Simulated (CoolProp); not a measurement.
A closed Brayton cycle with carbon dioxide: compressor inlet 314.15 K and 9.9 MPa, high pressure 33.6 MPa, turbine inlet 955 K, compressor efficiency 0.89, turbine efficiency 0.9, recuperator effectiveness 0.95 (on enthalpy, no pinch check). Each further row changes one setting.

The numbers come from the reference Helmholtz-energy equation of state, Span 1996 in CoolProp.

```json
[
 {"case": "as stated", "thermal efficiency (%)": "(withheld)", "net work (kJ/kg)": "148", "compressor to turbine work": "0.21", "compressor exit (K)": "359.6", "turbine exit (K)": "795.3"},
 {"case": "turbine inlet 905 K", "thermal efficiency (%)": "(withheld)", "net work (kJ/kg)": "137", "compressor to turbine work": "0.22", "compressor exit (K)": "359.6", "turbine exit (K)": "750.7"},
 {"case": "compressor inlet 324.15 K", "thermal efficiency (%)": "42.6", "net work (kJ/kg)": "133", "compressor to turbine work": "0.29", "compressor exit (K)": "404.7", "turbine exit (K)": "795.3"},
 {"case": "high pressure 28.6 MPa", "thermal efficiency (%)": "42.6", "net work (kJ/kg)": "133", "compressor to turbine work": "(withheld)", "compressor exit (K)": "352.7", "turbine exit (K)": "815.5"},
 {"case": "recuperator effectiveness 0.5", "thermal efficiency (%)": "(withheld)", "net work (kJ/kg)": "148", "compressor to turbine work": "0.21", "compressor exit (K)": "359.6", "turbine exit (K)": "795.3"}
]
```

Complete the blanks.


- as stated, thermal efficiency (%): 44.0
- turbine inlet 905 K, thermal efficiency (%): 42.4
- high pressure 28.6 MPa, compressor to turbine work: 0.19
- recuperator effectiveness 0.5, thermal efficiency (%): 25.8
